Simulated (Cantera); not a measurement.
A freely propagating, adiabatic, planar premixed flame of H2 : O2 : N2 : H2O = 1 : 0.893 : 3.36 : 0.35 (molar parts), unburnt at 648 K and 11000 Pa; mixture-averaged transport, grid criteria slope 0.08 and curve 0.16, no radiation.

Detailed kinetics in Cantera: the H2/O2 subset of GRI-Mech 3.0, which has no nitrogen chemistry. Burning velocities carry a grid error of a few per cent, more on coarse grids. Lean hydrogen flames are cellular in practice and burn faster than this planar one.

### Question
What does this change do: inlet temperature 648 to 400 K?

### Answer
```
quantity                    before     after
------------------------  --------  --------
laminar burning velocity  458 cm/s  142 cm/s
thermal thickness          7.91 mm   5.91 mm
peak x(H2O2)               1.26e-6   1.86e-5
peak x(O)                   0.0132   0.00827
peak x(OH)                  0.0107   0.00703
```

### Question
What does this change do: inlet temperature 648 to 600 K?

### Answer
```json
[
 {"quantity": "laminar burning velocity", "before": "458 cm/s", "after": "372 cm/s"},
 {"quantity": "thermal thickness", "before": "7.91 mm", "after": "7.42 mm"},
 {"quantity": "peak x(H2O2)", "before": "1.26e-6", "after": "1.96e-6"},
 {"quantity": "peak x(O)", "before": "0.0132", "after": "0.0122"},
 {"quantity": "peak x(OH)", "before": "0.0107", "after": "0.00998"}
]
```
